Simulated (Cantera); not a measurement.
Charge: 1 mol CsOH, 0.61 mol H₂, at 53.0 mbar.

Cantera equilibrium calculation (NASA polynomials, part measured and part estimated; ideal gas, pure solids and liquids). Candidate condensed phases: Cs, CsOH, H₂O; 15 gas species. Equilibrium is a limit: real reactors are often held back by kinetics, nucleation or transport.

x: gas mole fraction; n: condensed amount in mol.

```csv
T (K),x H₂,x CsOH,x Cs,x H₂O,x Cs₂(OH)₂,n CsOH(l)
925,0.588,0.258,0.0219,0.0220,0.110,0.491
1025,0.364,0.497,0.0470,0.0470,0.0453,0
1125,0.331,0.514,0.0734,0.0734,0.00792,0
1225,0.309,0.485,0.102,0.102,0.00156,0
1325,0.288,0.448,0.132,0.132,0.000367,0
1425,0.267,0.409,0.162,0.162,0.000102,0
1525,0.247,(withheld),(withheld),(withheld),(withheld),0
1625,0.229,(withheld),(withheld),(withheld),(withheld),0
1725,0.211,0.303,0.242,0.242,4.50e-6,0
1825,0.196,0.274,0.265,0.265,1.91e-6,0
```

**Question.** Complete the blanks.

**Answer.** 
- 1625, x CsOH: 0.336
- 1625, x Cs: 0.218
- 1625, x H₂O: 0.218
- 1625, x Cs₂(OH)₂: 1.15e-5
- 1525, x CsOH: 0.371
- 1525, x Cs: 0.191
- 1525, x H₂O: 0.191
- 1525, x Cs₂(OH)₂: 3.24e-5
